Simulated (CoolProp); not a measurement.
Properties of n-dodecane along the isobar 81.9 bar (Tc = 658.1 K, pc = 18.18 bar, ω = 0.574).

Values from CoolProp's reference Helmholtz-energy equation of state, Lemmon 2004. It is a short technical equation, of lower accuracy than the large ones.

| T (K) | phase | cp (kJ/(kg K)) | speed of sound (m/s) | fugacity coefficient |
|---|---|---|---|---|
| 367 | liquid | 2.451 | 1089 | 0.0003524 |
| 398.6 | liquid | 2.572 | 991.6 | 0.001384 |
| 430.3 | liquid | 2.694 | 899.8 | 0.004207 |
| 461.9 | liquid | 2.815 | 813.3 | 0.01043 |
| 493.5 | liquid | 2.934 | 731.2 | 0.02207 |
| 525.1 | liquid | 3.049 | 653.3 | 0.04118 |
| 556.8 | liquid | 3.160 | 579.4 | 0.06943 |
| 588.4 | liquid | 3.266 | 510.3 | 0.1074 |
| 620 | liquid | 3.367 | 446.6 | 0.1549 |
